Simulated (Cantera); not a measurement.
What does this Cantera script print?

```python
import numpy as np
import cantera as ct

gas = ct.Solution("h2o2.yaml")
gas.TPX = 1075, 1900, {'H2': 0.21, 'O2': 1, 'N2': 0.26}
reactor = ct.IdealGasConstPressureReactor(gas, energy="off", clone=False)
net = ct.ReactorNet([reactor])
net.rtol, net.atol = 1e-08, 1e-18
show = ['H2', 'O2', 'H2O', 'H2O2', 'O', 'H', 'HO2']
times = np.geomspace(4e-06, 70, 9)

steps = ct.SolutionArray(gas, extra=["t"])
rows = []
print(f"{'t/s':>10s}{'T/K':>9s}{'P/Pa':>11s}" + "".join(f"{s:>11s}" for s in show))
for t in times:
    while net.time < t:
        t_next = net.step()
        steps.append(gas.state, t=t_next)
    rows.append([np.interp(t, steps.t, y) for y in (steps.T, steps.P, *steps(*show).X.T)])
    print(f"{t:10.3e}{rows[-1][0]:9.1f}{rows[-1][1]:11.4g}" + "".join(f"{x:11.3e}" for x in rows[-1][2:]))
rate = np.gradient(steps.T, steps.t)
print("integrator steps:", len(steps.t))
if steps.T.max() > steps.T[0] + 200:
    print(f"time of steepest temperature rise: {steps.t[rate.argmax()]:.4e} s")
gas.TPX = 1075, 1900, {'H2': 0.21, 'O2': 1, 'N2': 0.26}
gas.equilibrate("TP")
print(f"equilibrium (TP): T = {gas.T:.1f} K  " + "  ".join(f"{s} {gas[s].X[0]:.3e}" for s in show))
```

Result:

```
       t/s      T/K       P/Pa         H2         O2        H2O       H2O2          O          H        HO2
 4.000e-06   1075.0       1900  1.429e-01  6.803e-01  5.644e-14  3.581e-16  8.617e-13  3.538e-11  3.620e-11
 3.217e-05   1075.0       1900  1.429e-01  6.803e-01  2.149e-11  2.308e-14  4.768e-11  2.643e-10  2.916e-10
 2.587e-04   1075.0       1900  1.429e-01  6.803e-01  6.440e-09  1.509e-12  3.274e-09  5.447e-09  2.400e-09
 2.081e-03   1075.0       1900  6.844e-02  6.416e-01  5.452e-02  5.344e-07  1.819e-02  3.393e-02  9.008e-06
 1.673e-02   1075.0       1900  8.866e-04  6.503e-01  1.504e-01  4.222e-07  5.261e-03  1.913e-03  9.811e-06
 1.346e-01   1075.0       1900  9.986e-06  6.556e-01  1.537e-01  1.221e-07  6.260e-05  2.368e-06  8.005e-07
 1.082e+00   1075.0       1900  3.430e-07  6.557e-01  1.538e-01  1.745e-08  2.535e-06  1.928e-08  4.443e-08
 8.704e+00   1075.0       1900  2.708e-08  6.557e-01  1.538e-01  2.424e-09  2.145e-07  4.731e-10  4.624e-09
 7.000e+01   1075.0       1900  2.999e-09  6.557e-01  1.538e-01  3.354e-10  2.427e-08  1.804e-11  2.154e-09
integrator steps: 2133
equilibrium (TP): T = 1075.0 K  H2 9.722e-10  O2 6.557e-01  H2O 1.538e-01  H2O2 1.183e-10  O 7.756e-09  H 3.341e-12  HO2 3.075e-09
```

Computed with Cantera and the H2/O2 subset of GRI-Mech 3.0, which has no nitrogen chemistry. Radical loss at walls, strong at low pressure, is not modelled. The temperature is held fixed by assumption; the heat of reaction is taken as removed at once.
